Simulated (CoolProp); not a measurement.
The numbers come from the reference Helmholtz-energy equation of state, Lemmon 2005 in CoolProp. It is a short technical equation, of lower accuracy than the large ones.

Q: For isobutene, give the phase and the cp (kJ/(kg K)), cv (kJ/(kg K)), speed of sound (m/s), isothermal compressibility (1/MPa) at 276.85 °C and 5020 kPa; 276.85 °C and 20100 kPa.

A: 
- 276.85 °C and 5020 kPa: supercritical; cp 2.76, cv 2.39, speed of sound 255, isothermal compressibility 0.239
- 276.85 °C and 20100 kPa: supercritical; cp 3.16, cv 2.43, speed of sound 379, isothermal compressibility 0.0279
